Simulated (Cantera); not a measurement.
What does this Cantera script print?

```python
import numpy as np
import cantera as ct

gas = ct.Solution("gri30.yaml")
gas.TPX = 1250, 85000, {'CH4': 1, 'O2': 2.86, 'N2': 10.7}
reactor = ct.IdealGasConstPressureReactor(gas, energy="on", clone=False)
net = ct.ReactorNet([reactor])
net.rtol, net.atol = 1e-08, 1e-16
show = ['CH4', 'O2', 'CH2CO', 'O', 'C2H']
times = np.geomspace(2e-06, 0.9, 11)

steps = ct.SolutionArray(gas, extra=["t"])
rows = []
print(f"{'t/s':>10s}{'T/K':>9s}{'P/Pa':>11s}" + "".join(f"{s:>11s}" for s in show))
for t in times:
    while net.time < t:
        t_next = net.step()
        steps.append(gas.state, t=t_next)
    rows.append([np.interp(t, steps.t, y) for y in (steps.T, steps.P, *steps(*show).X.T)])
    print(f"{t:10.3e}{rows[-1][0]:9.1f}{rows[-1][1]:11.4g}" + "".join(f"{x:11.3e}" for x in rows[-1][2:]))
rate = np.gradient(steps.T, steps.t)
print("integrator steps:", len(steps.t))
if steps.T.max() > steps.T[0] + 200:
    print(f"time of steepest temperature rise: {steps.t[rate.argmax()]:.4e} s")
gas.TPX = 1250, 85000, {'CH4': 1, 'O2': 2.86, 'N2': 10.7}
gas.equilibrate("HP")
print(f"equilibrium (HP): T = {gas.T:.1f} K  " + "  ".join(f"{s} {gas[s].X[0]:.3e}" for s in show))
```

Output:

```
       t/s      T/K       P/Pa        CH4         O2      CH2CO          O        C2H
 2.000e-06   1250.0    8.5e+04  6.868e-02  1.964e-01  8.735e-29  9.522e-12  2.130e-38
 7.351e-06   1250.0    8.5e+04  6.868e-02  1.964e-01  2.033e-25  2.133e-11  3.031e-35
 2.702e-05   1250.0    8.5e+04  6.868e-02  1.964e-01  2.217e-22  3.535e-11  2.307e-32
 9.931e-05   1250.0    8.5e+04  6.868e-02  1.964e-01  1.952e-19  9.072e-11  2.000e-29
 3.650e-04   1250.0    8.5e+04  6.868e-02  1.964e-01  2.374e-16  3.798e-10  2.804e-26
 1.342e-03   1250.0    8.5e+04  6.867e-02  1.964e-01  9.408e-13  2.925e-09  1.440e-22
 4.931e-03   1250.7    8.5e+04  6.852e-02  1.963e-01  1.919e-09  1.185e-08  5.267e-19
 1.813e-02   1269.1    8.5e+04  6.517e-02  1.938e-01  2.515e-06  1.670e-07  8.866e-15
 6.662e-02   2468.9    8.5e+04  3.813e-18  5.513e-02  2.691e-20  3.178e-03  1.538e-23
 2.449e-01   2468.1    8.5e+04  3.803e-18  5.486e-02  2.672e-20  3.157e-03  1.517e-23
 9.000e-01   2468.1    8.5e+04  3.803e-18  5.486e-02  2.672e-20  3.157e-03  1.517e-23
integrator steps: 2234
time of steepest temperature rise: 2.1465e-02 s
equilibrium (HP): T = 2468.1 K  CH4 5.431e-18  O2 5.486e-02  CH2CO 3.200e-20  O 3.157e-03  C2H 1.668e-23
```

Detailed kinetics in Cantera: GRI-Mech 3.0 (53 species, 325 reactions).
